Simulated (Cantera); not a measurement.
## CCl₄ + HCl (fluorocarbon and chlorocarbon gases)

Charge: 1 mol CCl₄, 0.022 mol HCl, equilibrated at 2.80e-5 bar.

These are equilibrium values from Cantera (NASA tables, ideal gas, pure condensed phases), not measurements of a reactor. Candidate condensed phases: C, C₆H₆, C₇H₈, C₈H₁₈; 91 gas species. Kinetics and transport are ignored.

From 1050 K to 2250 K the condensed part is C(graphite). The main C-bearing gas is CCl₄ at 1050 K and C₃ at 2250 K.

| T (K) | x Cl | x Cl₂ | x HCl | x H | x C₃ | x C | x C₂ | n C(graphite) |
|---|---|---|---|---|---|---|---|---|
| 1050 | 0.138 | 0.852 | 0.0101 | <1e-12 | <1e-12 | <1e-12 | <1e-12 | 1.00 |
| 1150 | 0.399 | 0.592 | 0.00871 | 3.82e-12 | <1e-12 | <1e-12 | <1e-12 | 1.00 |
| 1250 | 0.741 | 0.252 | 0.00685 | 6.60e-11 | <1e-12 | <1e-12 | <1e-12 | 1.000 |
| 1350 | 0.928 | 0.0663 | 0.00583 | 1.06e-9 | <1e-12 | <1e-12 | <1e-12 | 1.000 |
| 1450 | 0.979 | 0.0158 | 0.00556 | 1.48e-8 | <1e-12 | <1e-12 | <1e-12 | 1.000 |
| 1550 | 0.990 | 0.00419 | 0.00549 | 1.57e-7 | <1e-12 | 3.94e-12 | <1e-12 | 1.000 |
| 1650 | 0.993 | 0.00129 | 0.00548 | 1.27e-6 | 2.73e-11 | 1.15e-10 | 2.22e-12 | 1.00 |
| 1750 | 0.994 | 0.000450 | 0.00546 | 8.19e-6 | 8.49e-10 | 2.29e-9 | 6.96e-11 | 1.00 |
| 1850 | 0.994 | 0.000175 | 0.00543 | 4.30e-5 | 1.81e-8 | 3.30e-8 | 1.50e-9 | 1.000 |
| 1950 | 0.994 | 7.53e-5 | 0.00528 | 0.000187 | 2.80e-7 | 3.60e-7 | 2.35e-8 | 1.000 |
| 2050 | 0.994 | 3.50e-5 | 0.00480 | 0.000657 | 3.29e-6 | 3.11e-6 | 2.80e-7 | 1.000 |
| 2150 | 0.994 | 1.75e-5 | 0.00371 | 0.00174 | 3.06e-5 | 2.20e-5 | 2.65e-6 | 1.000 |
| 2250 | 0.994 | 9.26e-6 | 0.00223 | 0.00320 | 0.000232 | 0.000130 | 2.04e-5 | 0.996 |
x: gas mole fraction; n: condensed amount in mol.
